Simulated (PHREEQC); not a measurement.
Consider water at 20 °C with 0.028 mol/kgw HNO3. Closed to the air; pH follows from the charge balance.

Model: ion-association model, phreeqc.dat, run in PHREEQC.

Each row changes one thing in this solution. No solid was allowed to form.

```json
[
 {"case": "as made", "pH": "1.61", "ionic strength (mol/kgw)": "0.0280"},
 {"case": "temperature from 20 to 75 °C", "pH": "1.61", "ionic strength (mol/kgw)": "0.0280"},
 {"case": "0.0003 mol/kgw Cu(NO3)2 added", "pH": "1.61", "ionic strength (mol/kgw)": "0.0289"},
 {"case": "HNO3 from 0.028 to 0.014 mol/kgw", "pH": "1.90", "ionic strength (mol/kgw)": "0.0140"},
 {"case": "HNO3 from 0.028 to 0.0056 mol/kgw", "pH": "2.28", "ionic strength (mol/kgw)": "0.00560"},
 {"case": "0.043 mol/kgw Na2CO3 added", "pH": "9.65", "ionic strength (mol/kgw)": "0.0907"}
]
```

At this temperature some constants are extrapolated from 25 °C, and those without enthalpy data are left unchanged.
